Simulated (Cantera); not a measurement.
Input (Python, Cantera) and output of one run.

```python
import numpy as np
import cantera as ct

gas_names = """
    CL CL2 H HCL H2 N NH NH2 NH3 N2 N2H2 N2H4 Si SiCL SiCL2 SiCL3 SiCL4 SiH SiHCL3 SiH2 SiH2CL2 SiH3
    SiH3CL SiH4 SiN Si2 Si2N Si3
""".split()
cond_names = """
    NH4CL(a) NH4CL(b) Si(cr) Si(L) Si3N4(a)
""".split()


def load(file, names, dense=False):
    # The tables refer to 1 bar. Condensed volumes are neglected.
    table = {s.name: s for s in ct.Species.list_from_file(file)}
    out = []
    for n in names:
        d = dict(table[n].input_data)
        d["thermo"] = dict(d["thermo"], **{"reference-pressure": 1e5})
        if dense:
            d["equation-of-state"] = {"model": "constant-volume", "density": "1e6 g/cm^3"}
        out.append(ct.Species.from_dict(d))
    return out


gas = ct.Solution(thermo="ideal-gas", species=load("nasa_gas.yaml", gas_names))
cond = {s.name: ct.Solution(thermo="fixed-stoichiometry", species=[s], name=s.name)
        for s in load("nasa_condensed.yaml", cond_names, dense=True)}
atoms = {
    'SiHCl3': {'Si': 1, 'H': 1, 'CL': 3},
    'NH3': {'N': 1, 'H': 3},
}
top_T = {'Si3N4(a)': 2400}  # K; cautious upper limits of use, not melting points


def equilibrate(T, P, feed):
    n = {}
    for name, mol in feed.items():
        for a, k in atoms[name].items():
            n[a] = n.get(a, 0.0) + k * mol
    gas.TPX = T, P, n
    mass = sum(n.values()) * gas.mean_molecular_weight
    gas.equilibrate("TP")
    valid = [c for c in cond.values() if c.min_temp <= T <= top_T.get(c.name, c.max_temp)]
    mix = ct.Mixture([(gas, mass / gas.mean_molecular_weight)] + [(c, 0.0) for c in valid])
    mix.T, mix.P = T, P
    mix.equilibrate("TP", solver="vcs", rtol=1e-11, max_steps=5000)
    return mix


results = []
T = 1700  # K
P = 5.6  # Pa
for m in [4.9, 6.1, 7.6, 9.4, 12, 15, 18, 23, 29, 36, 44]:
    feed = {'SiHCl3': 1, 'NH3': m}  # mol
    mix = equilibrate(T, P, feed)
    results.append((T, P, feed, dict(zip(mix.species_names, mix.species_moles))))

top = {s: max(r[3][s] / sum(r[3][g] for g in gas_names) for r in results) for s in gas_names}
cols = sorted((s for s in top if top[s] > 0.001), key=lambda s: -top[s])[:6]
seen = [c for c in cond_names if any(r[3].get(c, 0) > 1e-12 for r in results)]
print("log10 of partial pressures in bar; condensed amounts in mol")
print(f"{'n(NH3)':>10s}" + "".join(f"{s[:9]:>10s}" for s in cols + seen))
for T, P, feed, n in results:
    ng = sum(n[g] for g in gas_names)
    print(f"{feed['NH3']:10.4g}" + "".join(f"{np.log10(max(n[s] / ng * P / 1e5, 1e-99)):10.3f}" for s in cols)
          + "".join(f"{n.get(c, 0):10.4g}" for c in seen))
```

It prints:

```
log10 of partial pressures in bar; condensed amounts in mol
    n(NH3)        H2        N2       HCL     SiCL2         H        Si     Si(L)
       4.9    -4.481    -4.944    -5.221    -5.416    -6.072    -6.177         0
       6.1    -4.467    -4.929    -5.272    -5.522    -6.065    -6.168   0.01283
       7.6    -4.455    -4.917    -5.323    -5.637    -6.059    -6.168   0.02739
       9.4    -4.445    -4.907    -5.376    -5.753    -6.054    -6.168   0.03378
        12    -4.435    -4.898    -5.441    -5.892    -6.049    -6.168    0.0283
        15    -4.427    -4.891    -5.504    -6.026    -6.045    -6.168  0.007323
        18    -4.422    -4.887    -5.554    -6.145    -6.043    -6.182         0
        23    -4.416    -4.881    -5.621    -6.320    -6.040    -6.216         0
        29    -4.411    -4.877    -5.689    -6.500    -6.037    -6.256         0
        36    -4.407    -4.874    -5.755    -6.682    -6.035    -6.302         0
        44    -4.404    -4.871    -5.819    -6.863    -6.034    -6.351         0
```

Method: chemical equilibrium by Gibbs-energy minimisation in Cantera with the NASA 1993 tables (ideal gas, pure condensed phases). The tables' values for SiCl, SiCl3, SiN are old estimates; treat these amounts as uncertain.
